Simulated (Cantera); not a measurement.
Input (Python, Cantera) and output of one run.

```python
import numpy as np
import cantera as ct

gas_names = [...]  # 113 gases of nasa_gas.yaml made of C, H, O, Pb
cond_names = """
    C(gr) C6H6(L) C7H8(L) C8H18(L),n-octa H2O(s) H2O(L) Pb(cr) Pb(L) PbO(rd) PbO(yw) PbO(L) PbO2(s)
    Pb3O4(s)
""".split()


# ... load() reads the species with a 1 bar reference pressure and builds the phases ...
atoms = {
    'PbO': {'Pb': 1, 'O': 1},
    'CH4': {'C': 1, 'H': 4},
    'H2': {'H': 2},
}
top_T = {'C(gr)': 4500, 'Pb3O4(s)': 820}  # K; cautious upper limits of use, not melting points


# ... equilibrate(T, P, feed) seeds the gas with the atoms and calls Mixture.equilibrate('TP', solver="vcs", rtol=1e-11, max_steps=5000) ...
results = []
feed = {'PbO': 1, 'CH4': 0.42, 'H2': 1.5}  # mol
T = 1448  # K
P = 6900  # Pa
mix = equilibrate(T, P, feed)
results.append((T, P, feed, dict(zip(mix.species_names, mix.species_moles))))
print(gas.report(threshold=1e-06))
for i in range(1, mix.n_phases):
    print(f"{mix.phase(i).name:16s} {mix.phase_moles(i):12.5e} mol")
```

It prints:

```
       temperature   1448 K
          pressure   6900 Pa
           density   0.02935 kg/m^3
  mean mol. weight   51.212 kg/kmol
   phase of matter   gas

                          1 kg             1 kmol
                     ---------------   ---------------
          enthalpy        4.3158e+05        2.2102e+07  J
   internal energy        1.9649e+05        1.0062e+07  J
           entropy            4620.7        2.3663e+05  J/K
    Gibbs function       -6.2592e+06       -3.2054e+08  J
 heat capacity c_p            639.75             32763  J/K
 heat capacity c_v            477.39             24448  J/K

                      mass frac. Y      mole frac. X     chem. pot. / RT
                     ---------------   ---------------   ---------------
                CO          0.058351           0.10669           -40.747
               CO2           0.01142           0.01329             -69.7
                 H        4.9615e-07        2.5207e-05           -10.918
                H2          0.020315           0.51604           -21.836
               H2O          0.053601           0.15237           -50.788
                Pb           0.85573            0.2115           -11.072
               PbO        7.2907e-05        1.6728e-05           -40.025
               Pb2        0.00050865        6.2859e-05           -22.145
     [ +105 minor]        6.1815e-08        1.8374e-07

C(gr)             0.00000e+00 mol
Pb(L)             2.59085e-01 mol
PbO(L)            0.00000e+00 mol
```

Method: chemical equilibrium by Gibbs-energy minimisation in Cantera with the NASA 1993 tables (ideal gas, pure condensed phases).
